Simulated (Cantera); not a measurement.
A closed system holds: 1 mol FeS2, a varied amount of H2, 0.1 mol H2O, equilibrated at 1525 K and 0.290 bar.

These are equilibrium values from Cantera (NASA tables, ideal gas, pure condensed phases), not measurements of a reactor. Candidate condensed phases: Fe, FeO, Fe(OH)2, Fe(OH)3, FeS, FeSO4, FeS2, Fe2O3, Fe2(SO4)3, Fe3O4, H2O, H2SO4, S; 22 gas species. FeS: taken at fixed stoichiometry. Rates play no part.

Question: At 13 mol H2, list the 4 most abundant gas species with their mole fractions, and the condensed phases.

Answer: H2 0.918, H2S 0.0714, H2O 0.00761, S2 0.00200. Condensed: FeS(l).
